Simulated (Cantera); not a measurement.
Charge: 1 mol MgO, 1.3 mol HF, 0.87 mol N₂, held at 0.133 bar.

These are equilibrium values from Cantera (NASA tables, ideal gas, pure condensed phases), not measurements of a reactor. Candidate condensed phases: H₂O, Mg, MgF₂, MgO, Mg(OH)₂; 50 gas species. Mutual solubility and eutectic melting of coexisting phases are not modelled. Kinetics and transport are ignored.

x: gas mole fraction; n: condensed amount in mol.

```
T (°C)   x N₂   x HF   x H₂O    x MgF₂  n MgF₂(s)  n MgO(s)  n MgF₂(l)
------  -----  -----  ------  --------  ---------  --------  ---------
1075    0.527  0.158   0.315   1.43e-5      0.519     0.480          0
1125    0.513  0.208   0.279   4.70e-5      0.473     0.527          0
1175    0.497  0.264   0.239  0.000142      0.419     0.581          0
1225    0.480  0.321   0.198  0.000398      0.358     0.641          0
1275    0.465  0.373   0.161   0.00100          0     0.699      0.299
1325    0.454  0.409       …         …          0     0.742          …
1375    0.444  0.441       …         …          0     0.782          …
1425    0.434  0.467  0.0905   0.00830          0     0.818      0.166
1475    0.424  0.486  0.0732    0.0154          0     0.849      0.120
```

Problem. Fill in the missing entries.

Solution. 
- 1375, x H₂O: 0.111
- 1375, x MgF₂: 0.00430
- 1375, n MgF₂(l): 0.210
- 1325, x H₂O: 0.134
- 1325, x MgF₂: 0.00213
- 1325, n MgF₂(l): 0.254
